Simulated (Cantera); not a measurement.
Cantera with NASA thermochemical tables; ideal gases at 1 bar, condensed phases pure. Values are per mole of reaction as written; species without (g) are pure solids or liquids, kept so even where they would boil at 1 bar.

2 H2S(g) + Ni3S4 + C → CH4(g) + 3 NiS2, with ΔH° = -126.6 kJ and ΔS° = -201.5 J/K at 300 K.

Problem. How far is the shortcut ΔG° ≈ ΔH°(300 K) − T·ΔS°(300 K) from the full temperature-dependent value at 473, 523, 573 K?

Solution. 
```
T (K)  shortcut (kJ)  full (kJ)  difference (kJ)  difference in log10 K
-----  -------------  ---------  ---------------  ---------------------
473            -31.3      -31.3              0.0                   0.00
523            -21.2      -21.2              0.0                   0.00
573            -11.2      -11.0             -0.2                   0.02
```
The shortcut ignores the heat-capacity change of the reaction.
